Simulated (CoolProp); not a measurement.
Vapour-liquid equilibrium of 1-butene (1) + n-butane (2) at 0.00942 MPa; x and y are mole fractions of (1).

The numbers come from the multi-fluid Helmholtz-energy mixture model, Lemmon 2005 and Bücker 2006; pair parameters Bell 2016 in CoolProp.

**Question.** Give the bubble temperature and the first vapour's composition at x = 0.05, 0.2, 0.65. Is there an azeotrope?

**Answer.** x = 0.05: -50.4 °C, y = 0.066; x = 0.2: -51.2 °C, y = 0.253; x = 0.65: -53.4 °C, y = 0.709. No azeotrope shows between x = 0.05 and 0.95.

The pair parameters rest on a limited set of measurements; away from them the model extrapolates.
